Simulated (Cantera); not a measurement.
Feed: 1 mol CaCO3, 3.8 mol H2, at 902 °C and 32.0 mbar.

Cantera equilibrium calculation (NASA polynomials, part measured and part estimated; ideal gas, pure solids and liquids). Candidate condensed phases: C, C6H6, C7H8, C8H18, Ca, CaCO3, CaO, Ca(OH)2, H2O; 115 gas species. The numbers say what is thermodynamically allowed, not how fast it happens.

Base state: H2 0.620, CO 0.171, H2O 0.171, CO2 0.0370 (mole fractions); condensed: CaO(s).

Q: What changes in the equilibrium state with this change: CaCO3 replaced by MgCO3?

A: 
```tsv
species	before	after
H2	0.620	0.620
H2O	0.171	0.171
CO	0.171	0.171
CO2	0.0370	0.0370
CaO(s), mol	1.00	0
MgO(s), mol	0	1.00
```
Further candidate phases: Mg, MgCO3, MgO, Mg(OH)2.
